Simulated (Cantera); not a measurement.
What does this Cantera script print?

```python
import numpy as np
import cantera as ct

surf = ct.Interface("ptcombust.yaml", "Pt_surf")
gas = surf.adjacent["gas"]
gas.TPX = 300, 6400, {'CH4': 0.044, 'O2': 0.14, 'N2': 0.79}
jet = ct.ImpingingJet(gas=gas, width=0.032, surface=surf)
jet.inlet.mdot, jet.inlet.T, jet.inlet.X = 0.025, 300, {'CH4': 0.044, 'O2': 0.14, 'N2': 0.79}
jet.set_refine_criteria(ratio=10, slope=0.2, curve=0.3)
show, cover = ['CH4', 'O2', 'H2O', 'OH', 'CO', 'CO2'], ["PT(S)", "H(S)", "O(S)", "OH(S)", "CO(S)", "C(S)"]

rows = []
print(f"{'Ts/K':>7s}" + "".join(f"{s:>11s}" for s in show + cover) + "   (gas at the wall, coverages)")
for i, Ts in enumerate([900, 950, 1000, 1050, 1100, 1150]):
    jet.surface.T = Ts
    if i == 0:
        surf.TP = Ts, 6400
        surf.coverages = "PT(S):0.5, O(S):0.5"
        surf.advance_coverages(1.0)
        jet.set_initial_guess(products="inlet")
    jet.solve(loglevel=0, auto=(i == 0))
    rows.append([*(jet.X[gas.species_index(s), -1] for s in show), *surf[cover].coverages])
    print(f"{Ts:7g}" + "".join(f"{x:11.3e}" for x in rows[-1]))
```

Result:

```
   Ts/K        CH4         O2        H2O         OH         CO        CO2      PT(S)       H(S)       O(S)      OH(S)      CO(S)       C(S)   (gas at the wall, coverages)
    900  2.962e-02  1.104e-01  2.919e-02  3.846e-08  1.188e-05  1.908e-02  2.196e-01  8.212e-08  7.792e-01  1.192e-03  1.247e-05  4.437e-08
    950  2.258e-02  9.547e-02  4.223e-02  1.240e-07  1.270e-05  2.770e-02  2.950e-01  2.157e-07  7.037e-01  1.288e-03  9.661e-06  4.623e-08
   1000  1.702e-02  8.372e-02  5.243e-02  3.395e-07  1.316e-05  3.448e-02  3.725e-01  4.686e-07  6.263e-01  1.265e-03  7.012e-06  4.383e-08
   1050  1.308e-02  7.544e-02  5.958e-02  8.205e-07  1.369e-05  3.926e-02  4.482e-01  8.894e-07  5.507e-01  1.174e-03  5.019e-06  3.994e-08
   1100  1.037e-02  6.979e-02  6.443e-02  1.786e-06  1.454e-05  4.251e-02  5.203e-01  1.538e-06  4.786e-01  1.052e-03  3.650e-06  3.619e-08
   1150  8.499e-03  6.595e-02  6.771e-02  3.570e-06  1.586e-05  4.470e-02  5.877e-01  2.484e-06  4.113e-01  9.236e-04  2.734e-06  3.312e-08
```

Cantera simulation using Deutschmann's 1995 Pt surface mechanism with GRI-Mech 3.0 gas chemistry; the numbers are that mechanism's predictions, not measurements. Catalytic surfaces can have several steady states; this one follows from the mechanism file's or the stated starting coverage.
